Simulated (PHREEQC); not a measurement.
1 kg of water holding 0.18 mol KCl meets 20 L of dry gas (N2 1 by moles) at fixed total pressure, at 10 atm; fugacities by Peng-Robinson. The gases take part in no redox reaction, some water evaporates into the gas, and hydrates or a liquid gas phase aren't modelled. Precipitation was switched off in this run.

All values are PHREEQC results (ion-association model, phreeqc.dat), not measurements.

| T (°C) | dissolved N2 (mol/kgw) | φ of N2 |
|---|---|---|
| 10 | 0.00802 | 0.994 |
| 20 | 0.00676 | 0.995 |
| 30 | (withheld) | 0.996 |
| 40 | (withheld) | 0.997 |
| 50 | (withheld) | 0.998 |
| 60 | 0.00451 | 0.999 |
| 70 | (withheld) | 0.999 |
| 80 | (withheld) | 1.000 |
| 90 | 0.00401 | 1.000 |

Problem. Some entries are withheld; supply them.

Solution. 
- 30, dissolved N2 (mol/kgw): 0.00588
- 40, dissolved N2 (mol/kgw): 0.00526
- 50, dissolved N2 (mol/kgw): 0.00482
- 70, dissolved N2 (mol/kgw): 0.00428
- 80, dissolved N2 (mol/kgw): 0.00413

Away from 25 °C the constants follow the database's enthalpies or fits; those with neither stay at their 25 °C values.
